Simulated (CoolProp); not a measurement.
R113 along the isotherm 500 K: Z from the reference equation and from simpler models built on Tc = 487.2 K, pc = 3.392 MPa, ω = 0.253; each cubic takes its own stable root.

Model: reference Helmholtz-energy equation of state, Marx 1992, in CoolProp.

```tsv
p (MPa)	phase	reference
0.17	gas	0.9844
0.339	gas	0.9685
0.509	gas	0.9522
0.678	gas	0.9356
0.848	gas	0.9185
1.02	gas	0.9007
1.19	gas	0.8827
1.36	gas	0.8641
1.53	gas	0.8448
1.7	gas	0.8249
```

### Question
How far does each simpler model (van der Waals, Soave-Redlich-Kwong) lie from the reference over these 10 states: mean and median of the absolute difference, and the worst?

### Answer
- van der Waals: mean 0.9 %, median 0.9 %, worst +1.7 % at 500 K and 1.7 MPa
- Soave-Redlich-Kwong: mean 0.0 %, median 0.1 %, worst -0.1 % at 500 K and 1.02 MPa
